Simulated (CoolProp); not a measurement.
Vapour-liquid equilibrium of n-octane (1) + m-xylene (2) at 287.2 K; x and y are mole fractions of (1).

The numbers come from the multi-fluid Helmholtz-energy mixture model, Beckmüller 2019 and Zhou 2012; pair parameters Bell 2016 in CoolProp.

```csv
x,bubble pressure (MPa),y at the bubble point,dew pressure at overall composition x (MPa),liquid density (mol/L)
0.05,0.0006035,…,0.0005906,8.064
0.2,0.0006794,0.318,0.0006380,7.710
0.35,…,0.490,0.0006915,7.381
0.5,0.0008083,0.630,0.0007515,…
0.65,0.0008646,0.752,0.0008173,…
0.8,0.0009170,0.862,0.0008875,6.522
0.95,0.0009663,0.966,0.0009588,6.272
```

Problem. What belongs in the gaps?

Solution. 
- 0.05, y at the bubble point: 0.093
- 0.35, bubble pressure (MPa): 0.0007471
- 0.5, liquid density (mol/L): 7.075
- 0.65, liquid density (mol/L): 6.789

No azeotrope shows between x = 0.05 and 0.95.

The pair parameters rest on a limited set of measurements; away from them the model extrapolates.
